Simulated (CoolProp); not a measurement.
Vapour-liquid equilibrium of fluoroethane (R161) (1) + R134a (2) at 6.25 °C; x and y are mole fractions of (1).

Model: multi-fluid Helmholtz-energy mixture model, Wu 2012 and Tillner-Roth 1994; pair parameters Bell 2016, in CoolProp.

| x | bubble pressure, mixture model (kPa) | bubble pressure, Raoult's law (kPa) | y, mixture model | y, Raoult's law |
|---|---|---|---|---|
| 0.05 | 370.8 | 373.6 | 0.063 | 0.071 |
| 0.2 | [?] | 398.9 | 0.247 | 0.268 |
| 0.35 | 410.9 | 424.2 | 0.421 | 0.441 |
| 0.5 | 435.0 | 449.6 | 0.582 | 0.594 |
| 0.65 | [?] | 474.9 | 0.727 | 0.731 |
| 0.8 | [?] | 500.3 | 0.856 | 0.854 |
| 0.95 | 523.1 | 525.6 | [?] | 0.965 |

Question: Some entries are withheld; supply them.

Answer: 
- 0.2, bubble pressure, mixture model (kPa): 389.6
- 0.65, bubble pressure, mixture model (kPa): 461.9
- 0.8, bubble pressure, mixture model (kPa): 491.4
- 0.95, y, mixture model: 0.967

The largest gap from Raoult's law is -3.2 % in bubble pressure, at x = 0.5. No azeotrope shows between x = 0.05 and 0.95.

Pair parameters are fitted to limited data, so mixtures are less certain than the pure fluids.
